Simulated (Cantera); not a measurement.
Charge: 1 mol SiH2Cl2, 0.0094 mol C3H8, 310 mol H2, at 1.10 mbar.

These are equilibrium values from Cantera (NASA tables, ideal gas, pure condensed phases), not measurements of a reactor. Candidate condensed phases: C, C6H6, C7H8, C8H18, Si, SiC; 109 gas species. Equilibrium is a limit: real reactors are often held back by kinetics, nucleation or transport.

At 2075 °C, list the 5 most abundant gas species with their mole fractions, and the condensed phases.

H2 0.684, H 0.308, HCl 0.00408, Si 0.00267, Cl 0.00132. Condensed: gas only.
